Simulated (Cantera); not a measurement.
A jet of 1.41 % H2, 13.0 % O2, 85.6 % N2 at 300 K and 28.5 Torr hits a platinum plate 3.4 cm away at a mass flux of 0.17 kg/m²/s; the plate temperature is set and raised in steps from an oxygen-covered start.

Computed with Cantera and Deutschmann's 1995 Pt surface mechanism with GRI-Mech 3.0 gas chemistry. Catalytic surfaces can have several steady states; this one follows from the mechanism file's or the stated starting coverage.

x: mole fraction at the wall; θ: surface coverage.

| plate T (K) | wall x H2 | wall x O2 | wall x H2O | wall x OH | θ free Pt | θ O* | θ OH* |
|---|---|---|---|---|---|---|---|
| 500 | 0.00448 | 0.120 | 0.0190 | <1e-8 | 0.0549 | 0.937 | [?] |
| 550 | 0.00447 | 0.120 | 0.0189 | <1e-8 | 0.0581 | 0.937 | [?] |
| 600 | 0.00445 | 0.120 | 0.0187 | <1e-8 | 0.0611 | 0.936 | [?] |
| 650 | 0.00441 | 0.120 | 0.0187 | <1e-8 | 0.0646 | 0.934 | [?] |
| 700 | 0.00422 | 0.120 | 0.0189 | <1e-8 | 0.0716 | 0.927 | [?] |
| 750 | 0.00365 | 0.119 | 0.0199 | <1e-8 | 0.0909 | 0.908 | [?] |
| 800 | 0.00286 | 0.118 | 0.0213 | <1e-8 | 0.129 | 0.870 | [?] |

Q: Some entries are withheld; supply them.

A: 
- 500, θ OH*: 0.00812
- 550, θ OH*: 0.00464
- 600, θ OH*: 0.00289
- 650, θ OH*: 0.00193
- 700, θ OH*: 0.00141
- 750, θ OH*: 0.00116
- 800, θ OH*: 0.00105
